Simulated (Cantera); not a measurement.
A perfectly stirred reactor is fed with CO : H2 : O2 : N2 = 1 : 0.054 : 1.08 : 4.04 (molar parts), equivalence ratio 0.49, at 11.8 atm; it is adiabatic with a 823 K inlet, and is followed from long to short residence time, starting on the burning branch (τ in s: 0.19, 0.083, 0.037, 0.017, 0.0075, 0.0033, 0.0015, 0.00067, 0.0003, 0.00013, 6e-05, 2.7e-05, 1.2e-05).

Computed with Cantera and GRI-Mech 3.0 (53 species, 325 reactions). The hydrogen kinetics of GRI-Mech 3.0 are dated; newer H2 mechanisms differ, most at raised pressure. The pressure lies above the range GRI-Mech 3.0 was tuned for (to about 10 atm).

Question: What does this change do: pressure from 11.8 atm to 8.29 atm?

Answer: 
| quantity | before | after |
|---|---|---|
| blow-out, bracketed by the residence times tried | burning at 60.0 µs, out at 27.0 µs | burning at 60.0 µs, out at 27.0 µs |
| x(CO) at τ = 0.190 s | 0.000799 | 0.000975 |
| x(H2) at τ = 0.190 s | 7.89e-6 | 9.58e-6 |
| x(O2) at τ = 0.190 s | 0.0957 | 0.0959 |
| x(HO2) at τ = 0.190 s | 1.62e-6 | 1.49e-6 |
| x(H) at τ = 0.190 s | 3.67e-6 | 4.94e-6 |
| x(CO) at τ = 1.50 ms | 0.00625 | 0.00831 |
| x(H2) at τ = 1.50 ms | 4.42e-5 | 6.19e-5 |
| x(O2) at τ = 1.50 ms | 0.0997 | 0.100 |
| x(HO2) at τ = 1.50 ms | 5.83e-6 | 6.24e-6 |
| x(H) at τ = 1.50 ms | 4.39e-5 | 7.92e-5 |

Question: What does this change do: O2 1.08 to 0.79 parts?

Answer: 
```csv
quantity,before,after
"blow-out, bracketed by the residence times tried","burning at 60.0 µs, out at 27.0 µs","burning at 60.0 µs, out at 27.0 µs"
x(CO) at τ = 0.190 s,0.000799,0.00174
x(H2) at τ = 0.190 s,7.89e-6,1.70e-5
x(O2) at τ = 0.190 s,0.0957,0.0474
x(HO2) at τ = 0.190 s,1.62e-6,1.20e-6
x(H) at τ = 0.190 s,3.67e-6,7.60e-6
x(CO) at τ = 1.50 ms,0.00625,0.00997
x(H2) at τ = 1.50 ms,4.42e-5,8.25e-5
x(O2) at τ = 1.50 ms,0.0997,0.0528
x(HO2) at τ = 1.50 ms,5.83e-6,4.87e-6
x(H) at τ = 1.50 ms,4.39e-5,8.27e-5
```
